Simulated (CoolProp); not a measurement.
Dodecamethylcyclohexasiloxane (D6) along the isobar 1.01 bar: fugacity coefficient from the reference equation and from simpler models built on Tc = 372.6 °C, pc = 9.614 bar, ω = 0.736; each cubic takes its own stable root.

Model: reference Helmholtz-energy equation of state, Colonna 2008, in CoolProp. It is a short technical equation, of lower accuracy than the large ones.

```json
[
 {"T (°C)": "113.05", "phase": "liquid", "reference": "0.01351", "Redlich-Kwong": "0.1861", "Soave-Redlich-Kwong": "0.01344", "Peng-Robinson": "0.01516"},
 {"T (°C)": "139.05", "phase": "liquid", "reference": "0.04239", "Redlich-Kwong": "0.3508", "Soave-Redlich-Kwong": "0.04215", "Peng-Robinson": "0.04580"},
 {"T (°C)": "164.95", "phase": "liquid", "reference": "0.1102", "Redlich-Kwong": "0.5972", "Soave-Redlich-Kwong": "0.1103", "Peng-Robinson": "0.1164"},
 {"T (°C)": "190.95", "phase": "liquid", "reference": "0.2473", "Redlich-Kwong": "0.9106", "Soave-Redlich-Kwong": "0.2500", "Peng-Robinson": "0.2580"},
 {"T (°C)": "216.95", "phase": "liquid", "reference": "0.4905", "Redlich-Kwong": "0.9230", "Soave-Redlich-Kwong": "0.5015", "Peng-Robinson": "0.5088"},
 {"T (°C)": "242.95", "phase": "liquid", "reference": "0.8774", "Redlich-Kwong": "0.9332", "Soave-Redlich-Kwong": "0.9068", "Peng-Robinson": "0.9087"},
 {"T (°C)": "268.95", "phase": "gas", "reference": "0.9234", "Redlich-Kwong": "0.9417", "Soave-Redlich-Kwong": "0.9300", "Peng-Robinson": "0.9259"},
 {"T (°C)": "294.85", "phase": "gas", "reference": "0.9339", "Redlich-Kwong": "0.9488", "Soave-Redlich-Kwong": "0.9410", "Peng-Robinson": "0.9369"},
 {"T (°C)": "320.85", "phase": "gas", "reference": "0.9427", "Redlich-Kwong": "0.9549", "Soave-Redlich-Kwong": "0.9502", "Peng-Robinson": "0.9462"},
 {"T (°C)": "346.85", "phase": "gas", "reference": "0.9502", "Redlich-Kwong": "0.9600", "Soave-Redlich-Kwong": "0.9580", "Peng-Robinson": "0.9540"}
]
```

At some of these states Redlich-Kwong gives the other phase, because its saturation line lies elsewhere.
